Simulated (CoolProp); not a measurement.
CH2F2 (R32) at 319.16 K and 2.26 MPa is compressed adiabatically to 6.14 MPa with isentropic efficiency 0.85. Each further row changes one setting.

The numbers come from the reference Helmholtz-energy equation of state, Tillner-Roth 1997 in CoolProp.

```csv
case,work (kJ/kg),final temperature (K),final density (kg/m³)
as stated,[?],[?],137
efficiency 1,[?],[?],[?]
efficiency 0.65,[?],[?],[?]
```

### Question
Fill in the missing entries.

### Answer

- as stated, work (kJ/kg): 47.6
- as stated, final temperature (K): 397.3
- efficiency 1, work (kJ/kg): 40.5
- efficiency 1, final temperature (K): 393.2
- efficiency 1, final density (kg/m³): 142
- efficiency 0.65, work (kJ/kg): 62.3
- efficiency 0.65, final temperature (K): 406.3
- efficiency 0.65, final density (kg/m³): 129
